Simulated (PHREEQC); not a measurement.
Consider water at 20 °C with 25 mmol/kgw CdCl2, 0.83 mmol/kgw CuCl2 and 0.33 mmol/kgw NaHCO3. Closed to the air; pH follows from the charge balance.

The numbers come from PHREEQC with the ion-association model, wateq4f.dat.

This is a speciation only: nothing precipitates in the calculation.

Question: Order these Cl species by the share of Cl that they hold, largest first: CdCl+, CdCl3-, Cl-, CdCl2.

Answer: Cl- (67 %), CdCl+ (28 %), CdCl2 (5.3 %), CdCl3- (0.16 %)

The pH is 6.29 and the ionic strength 0.0448 mol/kgw. Examples of supersaturated solids here: Otavite, Atacamite. Others may be too. Complexes and solids missing from the database can't appear.
